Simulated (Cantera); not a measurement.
## Reactions in the system H-O-V

Standard-state values (1 bar) from the NASA 1993 polynomials, evaluated with Cantera. Values are per mole of reaction as written; species without (g) are pure solids or liquids, kept so even where they would boil at 1 bar.

H₂O(g) + V₂O₄ → H₂(g) + V₂O₅

| T (K) | ΔH° (kJ) | ΔS° (J/K) | ΔG° (kJ) | log10 K | condensed phases |
|---|---|---|---|---|---|
| 300 | 118.4 | -31.0 | 127.7 | -22.24 | V₂O₄(s), V₂O₅(s) |
| 925 | 117.0 | -44.1 | 157.8 | -8.91 | V₂O₄(s), V₂O₅(s) |
| 1025 | 183.4 | 26.2 | 156.5 | -7.98 | V₂O₄(s), V₂O₅(l) |
| 1125 | 185.0 | 27.8 | 153.8 | -7.14 | V₂O₄(s), V₂O₅(l) |
| 1225 | 186.4 | 28.9 | 151.0 | -6.44 | V₂O₄(s), V₂O₅(l) |
| 1325 | 187.4 | 29.7 | 148.0 | -5.84 | V₂O₄(s), V₂O₅(l) |
| 1425 | 188.2 | 30.3 | 145.0 | -5.32 | V₂O₄(s), V₂O₅(l) |
| 1525 | 188.7 | 30.6 | 142.0 | -4.86 | V₂O₄(s), V₂O₅(l) |
| 1625 | 189.0 | 30.8 | 138.9 | -4.47 | V₂O₄(s), V₂O₅(l) |

2 H₂O₂(g) + 2 V → V₂O₄ + 4 H(g)

```tsv
T (K)	ΔH° (kJ)	ΔS° (J/K)	ΔG° (kJ)	log10 K
300	-282.5	35.9	-293.2	51.05
925	-230.9	139.9	-360.3	20.35
1025	-225.0	146.0	-374.6	19.09
1125	-219.3	151.3	-389.5	18.08
1225	-213.8	155.9	-404.8	17.26
1325	-208.7	160.0	-420.6	16.58
1425	-203.7	163.6	-436.8	16.01
1525	-199.0	166.7	-453.3	15.53
1625	-194.6	169.6	-470.1	15.11
```
